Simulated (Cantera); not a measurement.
**Thermodynamics of silicon oxide and oxynitride deposition, feed SiH4 + NO + H2**

A closed system holds: 1 mol SiH4, 1.9 mol NO, 9.7 mol H2, at 1798 K and 170 Pa.

Method: chemical equilibrium by Gibbs-energy minimisation in Cantera with the NASA 1993 tables (ideal gas, pure condensed phases). Candidate condensed phases: H2O, Si, SiO2, Si2N2O, Si3N4; 35 gas species. The tables hold silica as quartz up to 1696 K and as liquid above; real silica turns to tridymite and cristobalite and melts near 1996 K. Kinetics and transport are ignored.

- x(H2) = 0.854
- x(N2) = 0.0721
- x(SiO) = 0.0366
- x(H2O) = 0.0290
- x(H) = 0.00789
- x(OH) = 1.76e-5
- x(SiO2) = 3.07e-6
- n(SiO2(condensed)) = 0.518 mol
- gas amount = 13.18 mol
- log10 activity of Si(l) (absent) = -5.64
